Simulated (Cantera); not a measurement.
An adiabatic, constant-volume homogeneous reactor starts with H₂ : O₂ : N₂ : H₂O = 1 : 0.5 : 1.88 : 0.088 (molar parts), equivalence ratio 1.0, at 1473 K and 0.650 bar.

Computed with Cantera and the H2/O2 subset of GRI-Mech 3.0, which has no nitrogen chemistry.

Task: Predict: time of steepest temperature rise; temperature at 0.100 s; equilibrium temperature; x(H₂) at 0.100 s; x(O₂) at 0.100 s; x(H₂O) at 0.100 s; x(H₂O₂) at 0.100 s; x(HO₂) at 0.100 s; x(O) at 0.100 s; x(H) at 0.100 s.

Result: 
```
Item                                                                 Value
---------------------------------  ---------------------------------------
time of steepest temperature rise                                  22.3 µs
temperature at 0.100 s                                              2918 K
equilibrium temperature                                             2918 K
x(H₂) at 0.100 s                     0.0564 (gas-phase equilibrium 0.0564)
x(O₂) at 0.100 s                     0.0199 (gas-phase equilibrium 0.0199)
x(H₂O) at 0.100 s                      0.255 (gas-phase equilibrium 0.255)
x(H₂O₂) at 0.100 s                 5.95e-7 (gas-phase equilibrium 5.95e-7)
x(HO₂) at 0.100 s                  1.03e-5 (gas-phase equilibrium 1.03e-5)
x(O) at 0.100 s                      0.0111 (gas-phase equilibrium 0.0111)
x(H) at 0.100 s                      0.0269 (gas-phase equilibrium 0.0269)
```
